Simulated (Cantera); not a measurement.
# Stirred combustor or abatement burner

A perfectly stirred reactor is fed with 25.8 % H2, 16.1 % O2, 58.1 % N2, equivalence ratio 0.80, at 1000000 Pa; it is adiabatic with a 700 K inlet, and is followed from long to short residence time, starting on the burning branch (τ in s: 0.13, 0.053, 0.021, 0.0083, 0.0033, 0.0013, 0.00052, 0.00021, 8.2e-05, 3.2e-05).

Cantera simulation using the H2/O2 subset of GRI-Mech 3.0, which has no nitrogen chemistry; the numbers are that mechanism's predictions, not measurements. The hydrogen kinetics of GRI-Mech 3.0 are dated; newer H2 mechanisms differ, most at raised pressure.

```tsv
τ (s)	T (K)	x H2	x O2	x O	x HO2	x H2O2	x OH	x H
0.13	2516	0.00311	0.0357	0.000945	1.19e-5	1.25e-6	0.00934	0.000481
0.053	2516	0.00312	0.0357	0.000946	1.19e-5	1.25e-6	0.00934	0.000482
0.021	2516	0.00313	0.0357	0.000949	1.19e-5	1.25e-6	0.00935	0.000485
0.0083	2516	0.00317	0.0357	0.000956	1.20e-5	1.25e-6	0.00938	0.000492
0.0033	2515	0.00326	0.0358	0.000973	1.21e-5	1.26e-6	0.00945	0.000509
0.0013	2512	0.00349	0.0358	0.00102	1.24e-5	1.26e-6	0.00963	0.000555
0.00052	2506	0.00401	0.0359	0.00112	1.31e-5	1.28e-6	0.0100	0.000667
0.00021	2491	0.00517	0.0362	0.00137	1.48e-5	1.33e-6	0.0109	0.000942
8.2e-5	2461	0.00758	0.0368	0.00192	1.92e-5	1.47e-6	0.0125	0.00164
3.2e-5	2406	0.0118	0.0381	0.00298	2.94e-5	1.75e-6	0.0147	0.00325
```
x: mole fraction; the columns are a selection and need not sum to one.
